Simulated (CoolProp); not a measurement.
Model: reference Helmholtz-energy equation of state, Lemmon 2003, in CoolProp. It is a pseudo-pure fit of the blend.

Question: For R507A, give the phase and the Z, cv (kJ/(kg K)), speed of sound (m/s), viscosity (µPa s) at 372.3 K and 6.95 bar; 372.3 K and 18.5 bar.

Answer: 
- 372.3 K and 6.95 bar: gas; Z 0.947, cv 0.915, speed of sound 177, viscosity 15.3
- 372.3 K and 18.5 bar: gas; Z 0.852, cv 0.941, speed of sound 163, viscosity 16.1

Viscosity comes from a separate model (Geller 2000).
